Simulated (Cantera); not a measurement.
Input (Python, Cantera) and output of one run.

```python
import numpy as np
import cantera as ct

gas_names = """
    H HO2 H2 H2O H2O2 H2S H2SO4 O OH O2 O3 S SH SO SO2 SO3 S2 S2O S8
""".split()
cond_names = """
    H2O(s) H2O(L) H2SO4(L) S(cr1) S(cr2) S(L)
""".split()


# ... load() reads the species with a 1 bar reference pressure and builds the phases ...
atoms = {
    'H2S': {'H': 2, 'S': 1},
    'SO2': {'S': 1, 'O': 2},
}
top_T = {}  # K; cautious upper limits of use, not melting points


# ... equilibrate(T, P, feed) seeds the gas with the atoms and calls Mixture.equilibrate('TP', solver="vcs", rtol=1e-11, max_steps=5000) ...
results = []
feed = {'H2S': 1, 'SO2': 0.0045}  # mol
P = 22  # Pa
for T in [2050, 2100, 2150, 2200, 2250, 2300, 2350, 2400, 2450, 2500, 2550, 2600, 2650]:
    mix = equilibrate(T, P, feed)
    results.append((T, P, feed, dict(zip(mix.species_names, mix.species_moles))))

top = {s: max(r[3][s] / sum(r[3][g] for g in gas_names) for r in results) for s in gas_names}
cols = sorted((s for s in top if top[s] > 0.001), key=lambda s: -top[s])[:8]
seen = [c for c in cond_names if any(r[3].get(c, 0) > 1e-12 for r in results)]
print("log10 of partial pressures in bar; condensed amounts in mol")
print(f"{'T/K':>10s}" + "".join(f"{s[:9]:>10s}" for s in cols + seen))
for T, P, feed, n in results:
    ng = sum(n[g] for g in gas_names)
    print(f"{T:10.4g}" + "".join(f"{np.log10(max(n[s] / ng * P / 1e5, 1e-99)):10.3f}" for s in cols)
          + "".join(f"{n.get(c, 0):10.4g}" for c in seen))
```

Result:

```
log10 of partial pressures in bar; condensed amounts in mol
       T/K         H        H2         S        S2        SH        SO       H2O       H2S
      2050    -4.618    -3.948    -4.526    -4.335    -5.241    -6.171    -6.340    -6.402
      2100    -4.498    -3.984    -4.426    -4.400    -5.246    -6.146    -6.434    -6.525
      2150    -4.389    -4.028    -4.341    -4.481    -5.266    -6.133    -6.536    -6.662
      2200    -4.290    -4.082    -4.271    -4.582    -5.303    -6.131    -6.643    -6.816
      2250    -4.203    -4.147    -4.216    -4.703    -5.357    -6.138    -6.756    -6.990
      2300    -4.126    -4.224    -4.177    -4.844    -5.429    -6.152    -6.874    -7.183
      2350    -4.061    -4.313    -4.151    -5.004    -5.518    -6.173    -6.998    -7.396
      2400    -4.006    -4.415    -4.136    -5.176    -5.621    -6.201    -7.130    -7.626
      2450    -3.962    -4.530    -4.129    -5.356    -5.735    -6.238    -7.277    -7.870
      2500    -3.927    -4.655    -4.127    -5.537    -5.858    -6.285    -7.441    -8.125
      2550    -3.901    -4.790    -4.127    -5.717    -5.985    -6.348    -7.628    -8.387
      2600    -3.882    -4.932    -4.129    -5.892    -6.115    -6.429    -7.839    -8.652
      2650    -3.868    -5.078    -4.130    -6.060    -6.244    -6.528    -8.073    -8.917
```

Cantera equilibrium calculation (NASA polynomials, part measured and part estimated; ideal gas, pure solids and liquids).
